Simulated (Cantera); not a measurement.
Charge: 1 mol C₆H₆, 3.6 mol CO₂, 0.64 mol NH₃, held at 0.100 bar.

Equilibrium computed with Cantera from the NASA thermochemical tables; the gas is ideal and each condensed phase is pure. Candidate condensed phases: C, C₆H₆, C₇H₈, C₈H₁₈, H₂O; 169 gas species. Ions and electrons are included (thermal ionisation). Rates play no part. All values below are at 3500 K.

Base state: CO 0.464, H 0.401, H₂ 0.0461, C₃ 0.0309, C 0.0140, N₂ 0.0140, C₂ 0.00733, CN 0.00674 (mole fractions); condensed: gas only.

**Question.** What changes in the equilibrium state with this change: CO₂ from 3.6 to 0.12 mol?

**Answer.** 
```csv
species,before,after
H,0.401,0.590
C₃,0.0309,0.143
H₂,0.0461,0.0998
CO,0.464,0.0261
C₂H₂ (acetylene),0.00222,0.0133
C₂H,0.00607,0.0248
HCN,0.00501,0.0143
C₂,0.00733,0.0203
CN,0.00674,0.0131
C,0.0140,0.0234
N₂,0.0140,0.0190
C₆H₂,9.54e-7,4.41e-5
C₄H₂,4.43e-5,0.000739
C₅,0.000463,0.00594
C₂O,1.43e-5,1.34e-6
C₄,0.000170,0.00131
```
